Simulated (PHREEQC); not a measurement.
Consider water at 58 °C with 0.081 mol HNO3 and 0.004 mol Fe(NO3)3 per kg of water. Closed to the air; pH follows from the charge balance.

The numbers come from PHREEQC with the ion-association model, phreeqc.dat.

This is a speciation only: nothing precipitates in the calculation.

Q: Order these Fe species by the share of Fe that they hold, largest first: Fe(OH)2+, Fe+3, Fe2(OH)2+4, FeOH+2.

A: Fe+3 (78 %), FeOH+2 (20 %), Fe2(OH)2+4 (2.1 %), Fe(OH)2+ (0.14 %)

The pH is 1.18 and the ionic strength 0.103 mol/kgw. Saturation is exceeded, for instance for Hematite (slow to form), Goethite (slow to form); the values hold only as long as no solid forms. At this temperature some constants are extrapolated from 25 °C, and those without enthalpy data are left unchanged.
